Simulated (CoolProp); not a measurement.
Properties of R1336mzz(E) at several states (Tc = 403.5 K, pc = 2.779 MPa, ω = 0.413).

The numbers come from the reference Helmholtz-energy equation of state, Akasaka 2023 in CoolProp.

| T (K) | p (MPa) | phase | cv (kJ/(kg K)) | fugacity coefficient |
|---|---|---|---|---|
| 373.6 | 0.465 | gas | … | … |
| 398 | 0.853 | gas | … | … |
| 374.4 | 0.134 | gas | … | 0.9774 |
| 340 | 0.19 | gas | … | … |

Fill in the missing entries.


- 373.6, cv (kJ/(kg K)): 0.8461
- 373.6, fugacity coefficient: 0.9215
- 398, cv (kJ/(kg K)): 0.8699
- 398, fugacity coefficient: 0.8863
- 374.4, cv (kJ/(kg K)): 0.8365
- 340, cv (kJ/(kg K)): 0.8136
- 340, fugacity coefficient: 0.9550
